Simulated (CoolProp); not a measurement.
A single-stage vapour-compression cycle with chlorine: evaporating at 219.15 K (dew point), condensing at 249.15 K (bubble point), superheat 8 K, subcooling 2 K, compressor efficiency 0.6, no pressure losses. Each further row changes one setting.

Values from CoolProp's reference Helmholtz-energy equation of state, Thol 2021.

| case | cooling COP | pressure ratio | discharge temperature (K) | refrigerating effect (kJ/kg) | volumetric capacity (kJ/m³) |
|---|---|---|---|---|---|
| as stated | 3.76 | 4.03 | 380.5 | 275 | 400 |
| evaporating temperature 224.15 K | 4.74 | 3.10 | 355.4 | 277 | 513 |
| condensing temperature 244.15 K | 4.61 | 3.28 | 355.2 | 280 | 407 |
| subcooling 7 K | 3.83 | 4.03 | 380.5 | 280 | 407 |
| superheat 18 K | 3.67 | 4.03 | 396.2 | 280 | 389 |
| compressor efficiency 0.5 | 3.14 | 4.03 | 409.6 | 275 | 400 |
